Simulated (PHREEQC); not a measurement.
0.1 mol of Clpyromorphite (Pb5(PO4)3Cl) is brought to equilibrium with 1 kg of water holding 0.018 mol Na2SO4, with rising amounts of RbCl, at 25 °C. Oxygen alone is held at its pressure in air (log pO2 = -0.68). The system is closed to CO2. Only these solids could form: Clpyromorphite, Litharge, Anglesite, Cotunnite, Laurionite, Hxypyromorphite, Larnakite, Halite, Mirabilite.

The numbers come from PHREEQC with the ion-association model, wateq4f.dat.

**Question.** Predict dissolved Pb (mol/kgw), dissolved P (mol/kgw), HPO4-2 (mol/kgw) at RbCl added (mol) = 0.208, 0.25, 0.333, 0.375, 0.5.

**Answer.** 
```
RbCl added (mol)  dissolved Pb (mol/kgw)  dissolved P (mol/kgw)  HPO4-2 (mol/kgw)
----------------  ----------------------  ---------------------  ----------------
0.208                            4.21e-8                2.53e-8           1.69e-8
0.25                             4.53e-8                2.72e-8           1.84e-8
0.333                            5.16e-8                3.10e-8           2.14e-8
0.375                            5.48e-8                3.29e-8           2.29e-8
0.5                              6.44e-8                3.86e-8           2.74e-8
```

H3PO4, which wateq4f.dat lacks, is added to it with the constant of phreeqc.dat. The database has no phosphate complexes of Pb.
